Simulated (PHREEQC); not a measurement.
A column of 0.1 m (30 cells, dispersivity 0.0035 m, 300 s a shift, diffusion coefficient 3e-10 m²/s) holds 0.057 eq of the database's cation exchanger X per kg of pore water, first in equilibrium with 0.026 mol MnCl2 and 1e-05 mol HCl per kg of water. It is flushed with 0.035 mol/kgw NaCl, 0.025 mol/kgw BaCl2 and 1e-05 mol/kgw HCl, at 25 °C. Values are for the last cell. CO2 from the air is kept out. Nothing may precipitate in this run.

Base run: PHREEQC, ion-association model, phreeqc.dat. Each further column changes one thing. The table gives Mn in solution (mol/kgw).

```csv
pore volumes,base,exchange capacity from 0.057 to 0.029 eq/kgw,dispersivity from 0.0035 to 0.007 m
0,0.0260,0.0260,0.0260
0.4167,0.0260,0.0260,0.0261
0.6833,0.0271,0.0267,0.0275
1.083,0.0293,0.0266,0.0280
1.483,0.0259,0.0134,0.0244
1.883,0.0173,0.00259,0.0151
2.15,0.00743,0.000731,0.00859
2.55,0.00142,0.000100,0.00319
2.95,0.000252,1.29e-5,0.00113
3.35,4.39e-5,1.61e-6,0.000395
3.617,1.36e-5,[?],[?]
4.017,2.32e-6,4.68e-8,[?]
```

Q: Complete the blanks.

A: 
- 3.617, exchange capacity from 0.057 to 0.029 eq/kgw: 3.93e-7
- 3.617, dispersivity from 0.0035 to 0.007 m: 0.000196
- 4.017, dispersivity from 0.0035 to 0.007 m: 6.88e-5
